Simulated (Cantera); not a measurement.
Hydrocarbon pyrolysis for carbon deposition

An isothermal, constant-pressure homogeneous reactor starts with C2H6 : N2 = 1 : 3 (molar parts), at 1000 K and 0.000868 atm.

Cantera simulation using GRI-Mech 3.0 (53 species, 325 reactions); the numbers are that mechanism's predictions, not measurements. GRI-Mech 3.0 stops at C3 and has no aromatics, soot or wall deposition, so with more carbon than oxygen in the feed, carbon stays in small species such as C2H2 where larger ones or solid carbon would form. Radical loss at walls, strong at low pressure, is not modelled.

| t (s) | x C2H6 | x H | x C2H4 | x H2 | x CH3 | x CH2 |
|---|---|---|---|---|---|---|
| 1.00e-5 | 0.250 | <1e-12 | <1e-12 | <1e-12 | 2.18e-10 | <1e-12 |
| 3.74e-5 | 0.250 | <1e-12 | <1e-12 | <1e-12 | 8.16e-10 | <1e-12 |
| 0.000140 | 0.250 | <1e-12 | <1e-12 | <1e-12 | 3.05e-9 | <1e-12 |
| 0.000523 | 0.250 | <1e-12 | <1e-12 | <1e-12 | 1.14e-8 | <1e-12 |
| 0.00196 | 0.250 | 4.07e-12 | 1.19e-11 | 8.65e-12 | 4.21e-8 | <1e-12 |
| 0.00731 | 0.250 | 6.67e-11 | 6.14e-10 | 5.50e-10 | 1.52e-7 | <1e-12 |
| 0.0273 | 0.250 | 9.00e-10 | 2.99e-8 | 2.90e-8 | 4.95e-7 | <1e-12 |
| 0.102 | 0.250 | 9.43e-9 | 1.24e-6 | 1.23e-6 | 1.19e-6 | <1e-12 |
| 0.382 | 0.250 | 6.00e-8 | 3.43e-5 | 3.42e-5 | 1.65e-6 | <1e-12 |
| 1.43 | 0.249 | 2.33e-7 | 0.000584 | 0.000575 | 3.81e-6 | 2.50e-12 |
| 5.35 | 0.242 | 5.12e-7 | 0.00622 | 0.00600 | 1.27e-5 | 2.09e-11 |
| 20.0 | 0.208 | 5.94e-7 | 0.0316 | 0.0304 | 1.29e-5 | 2.27e-11 |
x: mole fraction; the columns are a selection and need not sum to one.

Equilibrium at this temperature and pressure: C2H6 5.55e-6, H 3.67e-8, C2H4 0.0103, H2 0.228, CH3 2.36e-7, CH2 <1e-12 (gas phase only).
